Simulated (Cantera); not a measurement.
An isothermal, constant-pressure homogeneous reactor starts with H2 : O2 : N2 = 1.7 : 1 : 2 (molar parts), equivalence ratio 0.85, at 998 K and 0.612 atm. Integrator tolerance rtol = 1e-08.

Model: the H2/O2 subset of GRI-Mech 3.0, which has no nitrogen chemistry, integrated in Cantera. The temperature is held fixed by assumption; the heat of reaction is taken as removed at once.

Task: What does this change do: temperature 998 to 825 K?

Result: 
```json
[
 {"quantity": "x(H2) at 2.00 s", "before": "0.000208 (gas-phase equilibrium 2.35e-10)", "after": "0.362 (gas-phase equilibrium <1e-12)"},
 {"quantity": "x(O2) at 2.00 s", "before": "0.0391 (gas-phase equilibrium 0.0390)", "after": "0.213 (gas-phase equilibrium 0.0390)"},
 {"quantity": "x(O) at 2.00 s", "before": "3.71e-9 (gas-phase equilibrium 3.73e-11)", "after": "1.36e-10 (gas-phase equilibrium <1e-12)"},
 {"quantity": "x(OH) at 2.00 s", "before": "1.12e-7 (gas-phase equilibrium 1.72e-7)", "after": "6.99e-11 (gas-phase equilibrium 2.85e-9)"},
 {"quantity": "x(H) at 2.00 s", "before": "2.74e-9 (gas-phase equilibrium <1e-12)", "after": "1.63e-9 (gas-phase equilibrium <1e-12)"},
 {"quantity": "x(H2O2) at 2.00 s", "before": "3.07e-7 (gas-phase equilibrium 1.88e-10)", "after": "5.99e-5 (gas-phase equilibrium 1.29e-11)"}
]
```
Below about 950 K walls govern HO2 and H2O2 in real vessels.

Task: What does this change do: temperature 998 to 898 K?

Result: 
```json
[
 {"quantity": "x(H2) at 2.00 s", "before": "0.000208 (gas-phase equilibrium 2.35e-10)", "after": "0.235 (gas-phase equilibrium 8.50e-12)"},
 {"quantity": "x(O2) at 2.00 s", "before": "0.0391 (gas-phase equilibrium 0.0390)", "after": "0.151 (gas-phase equilibrium 0.0390)"},
 {"quantity": "x(O) at 2.00 s", "before": "3.71e-9 (gas-phase equilibrium 3.73e-11)", "after": "2.67e-8 (gas-phase equilibrium 1.26e-12)"},
 {"quantity": "x(OH) at 2.00 s", "before": "1.12e-7 (gas-phase equilibrium 1.72e-7)", "after": "2.72e-8 (gas-phase equilibrium 1.95e-8)"},
 {"quantity": "x(H) at 2.00 s", "before": "2.74e-9 (gas-phase equilibrium <1e-12)", "after": "2.37e-7 (gas-phase equilibrium <1e-12)"},
 {"quantity": "x(H2O2) at 2.00 s", "before": "3.07e-7 (gas-phase equilibrium 1.88e-10)", "after": "0.00112 (gas-phase equilibrium 4.53e-11)"}
]
```
Below about 950 K walls govern HO2 and H2O2 in real vessels.
